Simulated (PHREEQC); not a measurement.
Make-up at 25 °C: 0.0038 mol Na2S per kg of water. Closed to the air; pH follows from the charge balance.

All values are PHREEQC results (ion-association model, phreeqc.dat), not measurements.

Each row changes one thing in this solution. This is a speciation only: nothing precipitates in the calculation.

```csv
case,pH,ionic strength (mol/kgw),HS- (mol/kgw),H2S (mol/kgw)
as made,11.51,0.00779,0.00361,8.83e-8
temperature from 25 to 55 °C,10.65,0.00777,0.00363,3.28e-7
temperature from 25 to 40 °C,?,0.00777,0.00363,1.73e-7
diluted 2-fold with water,?,0.00385,0.00185,8.84e-8
0.002 mol/kgw H4SiO4 added,11.20,0.00772,0.00371,1.87e-7
```

Question: What belongs in the gaps?

Answer: 
- temperature from 25 to 40 °C, pH: 11.05
- diluted 2-fold with water, pH: 11.23

Species that the database lacks are ignored. Constants without temperature data keep their 25 °C values here.
